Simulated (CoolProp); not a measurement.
n-perfluorobutane along the isobar 101 kPa: density (kg/m³) from the reference equation and from simpler models built on Tc = 113.2 °C, pc = 2322 kPa, ω = 0.372; each cubic takes its own stable root.

Computed with CoolProp (reference Helmholtz-energy equation of state, Gao 2022).

```tsv
T (°C)	phase	reference
12.95	gas	10.52
24.95	gas	10.05
36.85	gas	9.617
48.85	gas	9.224
60.85	gas	8.864
72.75	gas	8.536
84.75	gas	8.231
96.65	gas	7.950
```

**Question.** How far does each simpler model (ideal gas, van der Waals, Soave-Redlich-Kwong, Peng-Robinson) lie from the reference over these 8 states: mean and median of the absolute difference, and the worst?

**Answer.** 
- ideal gas: mean 2.6 %, median 2.5 %, worst -3.9 % at 12.95 °C and 101 kPa
- van der Waals: mean 0.7 %, median 0.6 %, worst -1.3 % at 12.95 °C and 101 kPa
- Soave-Redlich-Kwong: mean 0.1 %, median 0.1 %, worst +0.1 % at 36.85 °C and 101 kPa
- Peng-Robinson: mean 0.3 %, median 0.3 %, worst +0.4 % at 36.85 °C and 101 kPa
